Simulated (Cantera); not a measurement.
A closed system holds: 1 mol Nb, 0.11 mol O₂, 61 mol H₂, held at 10000 Pa.

These are equilibrium values from Cantera (NASA tables, ideal gas, pure condensed phases), not measurements of a reactor. Candidate condensed phases: H₂O, Nb, NbO, NbO₂, Nb₂O₅; 12 gas species. Condensed phases not in the tables: N, O or C dissolved in the metal. The numbers say what is thermodynamically allowed, not how fast it happens. All values below are at 2400 K.

Base state: H₂ 0.948, H 0.0490, H₂O 0.00265, NbO₂ 0.000314, NbO 0.000216, OH 2.51e-5 (mole fractions); condensed: Nb(s).

Task: What changes in the equilibrium state with this change: Nb replaced by Ta(OEt)₅?

Result: 
```csv
species,before,after
H₂,0.948,0.882
CO,0,0.0647
H,0.0490,0.0472
C₂H₂ (acetylene),0,0.00615
NbO₂,0.000314,0
NbO,0.000216,0
C₂H,0,1.89e-5
C₄H₂,0,1.76e-5
H₂O,0.00265,1.80e-7
"Nb(s), mol",0.967,0
"C(graphite), mol",0,2.78
"TaC(s), mol",0,1.00
```
The feed counts by its element totals alone. TaC: taken at fixed stoichiometry. Condensed phases not in the tables: Ta₂C. Further candidate phases: C, C₆H₆, C₇H₈, C₈H₁₈, Ta, TaC, Ta₂O₅.
